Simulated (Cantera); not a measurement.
Charge: 1 mol Cu, 3.2 mol HF, a varied amount of F₂, held at 1373 K and 0.133 bar.

Method: chemical equilibrium by Gibbs-energy minimisation in Cantera with the NASA 1993 tables (ideal gas, pure condensed phases). Candidate condensed phases: Cu, CuF₂; 15 gas species. Rates play no part.

### Question
At 1.3 mol F₂, list the 4 most abundant gas species with their mole fractions, and the condensed phases.

### Answer
HF 0.768, F 0.142, CuF₂ 0.0892, F₂ 0.00124. Condensed: CuF₂(l).
